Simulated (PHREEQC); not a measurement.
0.014 g of hydrous ferric oxide (600 m²/g; 0.2 weak and 0.005 strong sites per Fe, Dzombak-Morel constants, diffuse double layer) in 1 kg of water with 0.3 mol/kgw of an inert sodium salt and 1.6e-07 mol/kgw MnCl2, at 25 °C; the pH is set by adding NaOH or the inert anion's acid. No oxygen is let in. CO2 from the air is kept out. Nothing may precipitate in this run.

Base run: PHREEQC, ion-association model, wateq4f.dat. Each further column changes one thing. The table gives surface charge σ (C/m²).

```json
[
 {"pH": "3", "base": "0.368", "background salt from 0.3 to 0.03 mol/kgw": "0.350", "oxide from 0.014 to 0.07 g/kgw": "0.368", "0.00015 mol/kgw BaCl2 added": "0.368"},
 {"pH": "4.5", "base": "0.318", "background salt from 0.3 to 0.03 mol/kgw": "0.212", "oxide from 0.014 to 0.07 g/kgw": "0.318", "0.00015 mol/kgw BaCl2 added": "0.318"},
 {"pH": "5.5", "base": "0.210", "background salt from 0.3 to 0.03 mol/kgw": "0.111", "oxide from 0.014 to 0.07 g/kgw": "0.210", "0.00015 mol/kgw BaCl2 added": "0.210"},
 {"pH": "7", "base": "0.066", "background salt from 0.3 to 0.03 mol/kgw": "0.028", "oxide from 0.014 to 0.07 g/kgw": "0.066", "0.00015 mol/kgw BaCl2 added": "0.067"},
 {"pH": "8.5", "base": "-0.021", "background salt from 0.3 to 0.03 mol/kgw": "-0.008", "oxide from 0.014 to 0.07 g/kgw": "-0.021", "0.00015 mol/kgw BaCl2 added": "-0.016"},
 {"pH": "9.5", "base": "-0.086", "background salt from 0.3 to 0.03 mol/kgw": "-0.038", "oxide from 0.014 to 0.07 g/kgw": "-0.087", "0.00015 mol/kgw BaCl2 added": "-0.074"},
 {"pH": "11", "base": "-0.242", "background salt from 0.3 to 0.03 mol/kgw": "-0.136", "oxide from 0.014 to 0.07 g/kgw": "-0.243", "0.00015 mol/kgw BaCl2 added": "-0.115"}
]
```

The oxide is taken as insoluble; below pH 4 it would dissolve.
